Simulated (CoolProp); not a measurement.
Tetradecamethylhexasiloxane (MD4M) along the isotherm 420.1 K: Z from the reference equation and from simpler models built on Tc = 653.2 K, pc = 828.6 kPa, ω = 0.800; each cubic takes its own stable root.

Computed with CoolProp (reference Helmholtz-energy equation of state, Thol 2019).

```json
[
 {"p (kPa)": "26.2", "phase": "liquid", "reference": "0.004491"},
 {"p (kPa)": "59.6", "phase": "liquid", "reference": "0.01022"},
 {"p (kPa)": "136", "phase": "liquid", "reference": "0.02330"},
 {"p (kPa)": "309", "phase": "liquid", "reference": "0.05291"},
 {"p (kPa)": "703", "phase": "liquid", "reference": "0.1202"},
 {"p (kPa)": "1600", "phase": "liquid", "reference": "0.2726"},
 {"p (kPa)": "3640", "phase": "liquid", "reference": "0.6157"},
 {"p (kPa)": "8290", "phase": "liquid", "reference": "1.382"}
]
```

Q: How far does each simpler model (Redlich-Kwong, Soave-Redlich-Kwong, Peng-Robinson) lie from the reference over these 8 states: mean and median of the absolute difference, and the worst?

A: 
- Redlich-Kwong: mean 2685.7 %, median 24.2 %, worst +21327.3 % at 420.1 K and 26.2 kPa
- Soave-Redlich-Kwong: mean 13.0 %, median 13.2 %, worst +13.4 % at 420.1 K and 26.2 kPa
- Peng-Robinson: mean 0.6 %, median 0.7 %, worst +0.8 % at 420.1 K and 26.2 kPa

At some of these states Redlich-Kwong gives the other phase, because its saturation line lies elsewhere.
